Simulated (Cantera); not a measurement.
What does this Cantera script print?

```python
import numpy as np
import cantera as ct

gas_names = """
    H H2 N NH NH2 NH3 N2 N2H2 N2H4 Si SiH SiH2 SiH3 SiH4 SiN Si2 Si2N Si3
""".split()
cond_names = """
    Si(cr) Si(L) Si3N4(a)
""".split()


# ... load() reads the species with a 1 bar reference pressure and builds the phases ...
atoms = {
    'SiH4': {'Si': 1, 'H': 4},
    'NH3': {'N': 1, 'H': 3},
    'N2': {'N': 2},
}
top_T = {'Si3N4(a)': 2400}  # K; cautious upper limits of use, not melting points


# ... equilibrate(T, P, feed) seeds the gas with the atoms and calls Mixture.equilibrate('TP', solver="vcs", rtol=1e-11, max_steps=5000) ...
results = []
feed = {'SiH4': 1, 'NH3': 0.77, 'N2': 60}  # mol
T = 1498  # K
P = 910  # Pa
mix = equilibrate(T, P, feed)
results.append((T, P, feed, dict(zip(mix.species_names, mix.species_moles))))
x = sorted(zip(gas.X, gas.species_names), reverse=True)
print(f"T = {T:g} K  P = {P:g} Pa  gas = {mix.phase_moles(0):.4g} mol")
print("   x: " + "  ".join(f"{s} {v:.3e}" for v, s in x if v > 0.0001))
print("   condensed (mol): " + ("  ".join(f"{mix.phase(i).name} {mix.phase_moles(i):.4g}"
      for i in range(1, mix.n_phases) if mix.phase_moles(i) > 1e-12) or "none"))
```

Output:

```
T = 1498 K  P = 910 Pa  gas = 62.87 mol
   x: N2 9.498e-01  H2 5.016e-02
   condensed (mol): Si3N4(a) 0.3333
```

Method: chemical equilibrium by Gibbs-energy minimisation in Cantera with the NASA 1993 tables (ideal gas, pure condensed phases).
